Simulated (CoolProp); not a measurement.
Octamethylcyclotetrasiloxane (D4) at several states: density (kg/m³) from the reference equation and from simpler models built on Tc = 313.4 °C, pc = 1.347 MPa, ω = 0.598; each cubic takes its own stable root.

Model: reference Helmholtz-energy equation of state, Thol 2015, in CoolProp.

```tsv
T (°C)	p (MPa)	phase	reference
229.15	0.0121	gas	0.8643
325.75	3.26	supercritical	534.5
145.05	0.956	liquid	810.3
216.25	0.821	liquid	709.4
```

### Question
How far does each simpler model (Soave-Redlich-Kwong, Peng-Robinson) lie from the reference over these 4 states: mean and median of the absolute difference, and the worst?

### Answer
- Soave-Redlich-Kwong: mean 8.0 %, median 9.5 %, worst -13.2 % at 325.75 °C and 3.26 MPa
- Peng-Robinson: mean 2.1 %, median 2.3 %, worst -3.8 % at 325.75 °C and 3.26 MPa
